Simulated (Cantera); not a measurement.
Feed: 1 mol CO, 2 mol CO₂, 1.7 mol H₂, 0.46 mol H₂O, equilibrated at 11000 Pa.

These are equilibrium values from Cantera (NASA tables, ideal gas, pure condensed phases), not measurements of a reactor. Candidate condensed phases: C, C₆H₆, C₇H₈, C₈H₁₈, H₂O; 110 gas species. Rates play no part. All values below are at 2275 K.

Base state: CO 0.399, H₂O 0.292, CO₂ 0.178, H₂ 0.118, H 0.00880, OH 0.00338, O₂ 0.000178, O 0.000173 (mole fractions); condensed: gas only.

**Question.** What changes in the equilibrium state with this change: H₂ from 1.7 to 6.1 mol?

**Answer.** 
```csv
species,before,after
H₂,0.118,0.443
CO,0.399,0.285
H₂O,0.292,0.227
CO₂,0.178,0.0264
H,0.00880,0.0170
O₂,0.000178,7.69e-6
O,0.000173,3.58e-5
OH,0.00338,0.00136
```
